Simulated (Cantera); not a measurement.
Charge: 1 mol AlCl3, 9.3 mol H2O, 60 mol N2, equilibrated at 1900 K and 59.0 Pa.

Method: chemical equilibrium by Gibbs-energy minimisation in Cantera with the NASA 1993 tables (ideal gas, pure condensed phases). Candidate condensed phases: Al, AlCl3, AlN, Al2O3, H2O, NH4Cl; 45 gas species. Rates play no part.

Base state: N2 0.838, H2O 0.0997, HCl 0.0337, H2 0.0104, Cl 0.00817, H 0.00333, O2 0.00266, OH 0.00263 (mole fractions); condensed: Al2O3(s).

Task: What changes in the equilibrium state with this change: pressure from 59.0 Pa to 1000 Pa?

Result: 
```json
[
 {"species": "N2", "before": "0.838", "after": "0.844"},
 {"species": "H2O", "before": "0.0997", "after": "0.106"},
 {"species": "HCl", "before": "0.0337", "after": "0.0387"},
 {"species": "H2", "before": "0.0104", "after": "0.00444"},
 {"species": "O", "before": "0.000634", "after": "9.30e-5"},
 {"species": "H", "before": "0.00333", "after": "0.000529"},
 {"species": "O2", "before": "0.00266", "after": "0.000972"},
 {"species": "OH", "before": "0.00263", "after": "0.00104"},
 {"species": "Al2O3(s), mol", "before": "0.500", "after": "0.500"}
]
```
